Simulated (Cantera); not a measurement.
Cantera run:

```python
import numpy as np
import cantera as ct

gas_names = """
    H O NH3
""".split()
cond_names = """
    VN(s) V2O5(s) V2O5(L)
""".split()


def load(file, names, dense=False):
    # The tables refer to 1 bar. Condensed volumes are neglected.
    table = {s.name: s for s in ct.Species.list_from_file(file)}
    out = []
    for n in names:
        d = dict(table[n].input_data)
        d["thermo"] = dict(d["thermo"], **{"reference-pressure": 1e5})
        if dense:
            d["equation-of-state"] = {"model": "constant-volume", "density": "1e6 g/cm^3"}
        out.append(ct.Species.from_dict(d))
    return out


species = {s.name: s for s in load("nasa_gas.yaml", gas_names) + load("nasa_condensed.yaml", cond_names)}
# Each term lists the table entries of one substance; the one whose range holds T is used.
reactions = {
    '6 H(g) + 2 VN + 5 O(g) = V2O5 + 2 NH3(g)':
        [(-6, ['H']), (-2, ['VN(s)']), (-5, ['O']), (1, ['V2O5(s)', 'V2O5(L)']), (2, ['NH3'])],
}


def pick(names, T):
    return next(species[n] for n in names if species[n].thermo.min_temp <= T <= species[n].thermo.max_temp)


results = []
for label, terms in reactions.items():
    print(label)
    print("     T/K   dH/kJ  dS/(J/K)   dG/kJ   log10 K")
    for T in [425, 575, 725, 875, 1025]:
        used = [(nu, pick(names, T)) for nu, names in terms]
        dH = sum(nu * s.thermo.h(T) for nu, s in used) / 1e6
        dS = sum(nu * s.thermo.s(T) for nu, s in used) / 1e3
        dG = dH - T * dS / 1e3
        logK = -dG * 1e6 / (ct.gas_constant * T * np.log(10))
        results.append((label, T, dH, dS, dG, logK, [s.name for _, s in used]))
        print(f"{T:8g} {dH:8.1f} {dS:8.1f} {dG:8.1f} {logK:8.2f}")
```

Output:

```
6 H(g) + 2 VN + 5 O(g) = V2O5 + 2 NH3(g)
     T/K   dH/kJ  dS/(J/K)   dG/kJ   log10 K
     425  -3774.4  -1086.7  -3312.5   407.12
     575  -3786.0  -1110.4  -3147.6   285.93
     725  -3795.6  -1125.2  -2979.8   214.69
     875  -3803.5  -1135.1  -2810.3   167.76
    1025  -3744.9  -1073.0  -2645.1   134.79
```

Cantera with NASA thermochemical tables; ideal gases at 1 bar, condensed phases pure. VN: taken at fixed stoichiometry. Condensed species are held in their standard states even where they would react or evaporate.
